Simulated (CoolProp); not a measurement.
R1224YDZ along the isotherm 199.95 °C: density (kg/m³) from the reference equation and from simpler models built on Tc = 155.5 °C, pc = 3334 kPa, ω = 0.325; each cubic takes its own stable root.

Model: reference Helmholtz-energy equation of state, Akasaka 2023, in CoolProp.

| p (kPa) | phase | reference |
|---|---|---|
| 15.8 | gas | 0.5971 |
| 25.6 | gas | 0.9682 |
| 41.3 | gas | 1.564 |
| 66.7 | gas | 2.530 |
| 108 | gas | 4.110 |
| 174 | gas | 6.654 |
| 281 | gas | 10.83 |
| 454 | gas | 17.74 |
| 734 | gas | 29.33 |
| 1190 | gas | 49.44 |
| 1920 | gas | 85.48 |
| 3100 | gas | 157.8 |
| 5000 | supercritical | 349.4 |

Problem. How far does each simpler model (ideal gas, van der Waals, Redlich-Kwong, Soave-Redlich-Kwong, Peng-Robinson) lie from the reference over these 13 states: mean and median of the absolute difference, and the worst?

Solution. 
- ideal gas: mean 8.5 %, median 2.0 %, worst -46.0 % at 199.95 °C and 5000 kPa
- van der Waals: mean 1.7 %, median 0.1 %, worst +19.1 % at 199.95 °C and 5000 kPa
- Redlich-Kwong: mean 1.1 %, median 0.1 %, worst +9.4 % at 199.95 °C and 5000 kPa
- Soave-Redlich-Kwong: mean 0.5 %, median 0.0 %, worst -4.8 % at 199.95 °C and 5000 kPa
- Peng-Robinson: mean 0.6 %, median 0.3 %, worst +2.7 % at 199.95 °C and 3100 kPa
